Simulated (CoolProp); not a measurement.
Saturated liquid density (kg/m³) of hydrogen chloride: the reference equation beside estimates from Tc = 324.7 K, pc = 83.14 bar, ω = 0.130.

Values from CoolProp's reference Helmholtz-energy equation of state, Thol 2018.

```
T (K)  reference  van der Waals  Redlich-Kwong
-----  ---------  -------------  -------------
248.7       1016          601.5          858.7
251.4       1007          596.1          849.0
254.1      997.7          590.6          839.1
256.8      988.5          585.0          829.0
259.5      979.0          579.2          818.7
262.2      969.4          573.4          808.1
264.9      959.5          567.4          797.3
267.6      949.4          561.2          786.2
270.2      939.4          555.2          775.3
272.9      928.8          548.7          763.6
275.6      917.8          542.1          751.7
278.3      906.6          535.2          739.4
281        894.9          528.2          726.7
283.7      882.9          520.9          713.7
286.4      870.4          513.4          700.2
```

Absolute difference from the reference over all 15 rows, mean and median: van der Waals 40.9 and 40.9 %, Redlich-Kwong 17.3 and 17.2 %.
